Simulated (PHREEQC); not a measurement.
Brine: speciation

Consider water at 20 °C with 0.33 mol/kgw MgSO4, 0.078 mol/kgw K2SO4 and 0.0003 mol/kgw H4SiO4. Closed to the air; pH follows from the charge balance.

The numbers come from PHREEQC with the Pitzer model, pitzer.dat.

| Item | Value |
|---|---|
| pH | 6.68 |
| ionic strength | 1.55 mol/kgw |
| activity of water | 0.991 |
| density | 1.048 g/cm³ |
| osmotic coefficient | 0.571 |

```csv
species,molality,activity,log γ
SO4-2,0.408,0.0241,-1.229
Mg+2,0.330,0.0419,-0.897
K+,0.156,0.0887,-0.245
H4SiO4,0.000299,0.000329,0.042
HSO4-,6.88e-7,4.17e-7,-0.218
H3SiO4-,5.72e-7,1.95e-7,-0.468
MgOH+,4.05e-7,1.98e-7,-0.310
H+,3.79e-7,2.08e-7,-0.260
OH-,9.10e-8,3.25e-8,-0.447
```

Precipitation was switched off in this run. In brines, pH and single-ion activities rest on the MacInnes convention.
